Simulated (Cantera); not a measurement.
Input: 1 mol SiH2Cl2, 0.76 mol C2H4, 250 mol H2, held at 1950 K and 13.3 mbar.

Cantera equilibrium calculation (NASA polynomials, part measured and part estimated; ideal gas, pure solids and liquids). Candidate condensed phases: C, C6H6, C7H8, C8H18, Si, SiC; 109 gas species. The numbers say what is thermodynamically allowed, not how fast it happens.

Base state: H2 0.982, H 0.00984, HCl 0.00777, C2H2 (acetylene) 0.000537, Si 8.10e-5, Cl 5.84e-5 (mole fractions); condensed: C(graphite) + SiC(s).

**Question.** What changes in the equilibrium state with this change: C2H4 from 0.76 to 0.086 mol?

**Answer.** 
```
species             before     after
----------------  --------  --------
H2                   0.982     0.980
H                  0.00984   0.00983
HCl                0.00777   0.00747
Si                 8.10e-5   0.00179
C2H2 (acetylene)  0.000537   1.10e-6
Si2                3.37e-8   1.64e-5
Si2C               1.79e-6   3.94e-5
SiH                7.09e-6  0.000156
SiH2               3.53e-6   7.77e-5
C(graphite), mol     0.270         0
SiC(s), mol          0.973     0.161
Si(l), mol               0     0.243
```
Mutual solubility and eutectic melting of coexisting phases are not modelled. The tables' values for SiCl are old estimates; treat these amounts as uncertain. Gases not in the tables: Si2H6 and higher silanes.

**Question.** What changes in the equilibrium state with this change: temperature from 1950 K to 1723 K?

**Answer.** 
| species | before | after |
|---|---|---|
| H2 | 0.982 | 0.990 |
| HCl | 0.00777 | 0.00787 |
| H | 0.00984 | 0.00157 |
| C2H2 (acetylene) | 0.000537 | 8.96e-5 |
| Si | 8.10e-5 | 1.23e-6 |
| Cl | 5.84e-5 | 9.67e-6 |
| CH4 | 6.25e-6 | 1.32e-5 |
| C(graphite), mol | 0.270 | 0.472 |
| SiC(s), mol | 0.973 | 0.999 |
